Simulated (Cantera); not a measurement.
Input: 1 mol CH2F2, 0.65 mol Si, equilibrated at 925 °C and 28.0 Pa.

Cantera equilibrium calculation (NASA polynomials, part measured and part estimated; ideal gas, pure solids and liquids). Candidate condensed phases: C, C6H6, C7H8, C8H18, Si, SiC; 113 gas species. The tables' values for SiF3, SiF2 are old estimates; treat these amounts as uncertain. Rates play no part.

Base state: H2 0.661, SiF4 0.326, HF 0.00654, SiF3 0.00496, SiHF3 0.00106, SiF2 8.31e-5 (mole fractions); condensed: C(graphite) + SiC(s).

What changes in the equilibrium state with this change: temperature from 925 °C to 725 °C?


```tsv
species	before	after
H2	0.661	0.666
SiF4	0.326	0.332
HF	0.00654	0.000708
SiF2	8.31e-5	5.37e-7
SiF3	0.00496	0.000289
CH4	1.96e-6	1.21e-5
SiHF3	0.00106	0.000653
C(graphite), mol	0.850	0.850
SiC(s), mol	0.150	0.150
```
The tables' values for SiF3 are old estimates; treat these amounts as uncertain.
